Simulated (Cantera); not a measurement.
Charge: 1 mol C6H6, 0.87 mol H2, 0.28 mol N2, equilibrated at 2923 K and 1500 Torr.

These are equilibrium values from Cantera (NASA tables, ideal gas, pure condensed phases), not measurements of a reactor. Candidate condensed phases: C, C6H6, C7H8, C8H18; 92 gas species. Equilibrium is a limit: real reactors are often held back by kinetics, nucleation or transport.

Base state: H2 0.796, H 0.0782, N2 0.0452, C2H2 (acetylene) 0.0394, HCN 0.0331, HNC 0.00586, C4H2 0.000812, C2H 0.000593 (mole fractions); condensed: C(graphite).

Q: What changes in the equilibrium state with this change: C6H6 replaced by CH4?

A: 
```tsv
species	before	after
H2	0.796	0.774
H	0.0782	0.0771
N2	0.0452	0.0626
HCN	0.0331	0.0384
C2H2 (acetylene)	0.0394	0.0383
C2N2	3.07e-5	4.25e-5
CN	0.000311	0.000366
HNC	0.00586	0.00681
C(graphite), mol	5.47	0.582
```
